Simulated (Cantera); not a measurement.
**Thermal oxidation and active oxidation of silicon: Si + N2O + H2**

Charge: 1 mol Si, 0.63 mol N2O, 1.8 mol H2, held at 66.0 Torr.

Cantera equilibrium calculation (NASA polynomials, part measured and part estimated; ideal gas, pure solids and liquids). Candidate condensed phases: H2O, Si, SiO2, Si2N2O, Si3N4; 35 gas species. Mutual solubility and eutectic melting of coexisting phases are not modelled. The tables' values for SiN are old estimates; treat these amounts as uncertain. The tables hold silica as quartz up to 1696 K and as liquid above; real silica turns to tridymite and cristobalite and melts near 1996 K. Gases not in the tables: Si2H6 and higher silanes. Rates play no part.

```
T (K)   x H2     x SiO    x N2       x H  n SiO2(β-quartz)  n Si2N2O(s)  n SiO2(condensed)  n Si(l)
-----  -----  --------  ------  --------  ----------------  -----------  -----------------  -------
1350   0.912   1.45e-6  0.0878   7.67e-6            0.0865        0.457                  0        0
1400   0.912   7.20e-6  0.0878   1.57e-5            0.0865        0.457                  0        0
1450   0.912   3.19e-5  0.0878   3.04e-5            0.0865        0.457                  0        0
1500   0.912  0.000128  0.0878   5.67e-5            0.0864        0.457                  0        0
1550   0.911  0.000467  0.0879  0.000101            0.0862        0.456                  0        0
1600   0.910   0.00157  0.0881  0.000175            0.0854        0.456                  0        0
1650   0.906   0.00488  0.0888  0.000291            0.0832        0.454                  0        0
1700   0.894    0.0141  0.0908  0.000470                 0        0.447             0.0770        0
1750   0.866    0.0375  0.0959  0.000729                 0        0.431             0.0604        0
1800   0.798    0.0926   0.108   0.00108                 0        0.387             0.0168        0
1850   0.774     0.112   0.112   0.00160                 0        0.370                  0        0
1900   0.773     0.112   0.112   0.00235                 0        0.370                  0        0
1950   0.643     0.177   0.177   0.00310                 0        0.135                  0    0.233
2000   0.584     0.205   0.205   0.00419                 0            0                  0    0.368
```
x: gas mole fraction; n: condensed amount in mol.

From 1350 K to 1650 K the condensed part is SiO2(β-quartz) + Si2N2O(s). From 1700 K to 1800 K the condensed part is SiO2(condensed) + Si2N2O(s). From 1850 K to 1900 K the condensed part is Si2N2O(s). At 1950 K the condensed part is Si(l) + Si2N2O(s). At 2000 K the condensed part is Si(l). The main Si-bearing gas is SiO throughout.
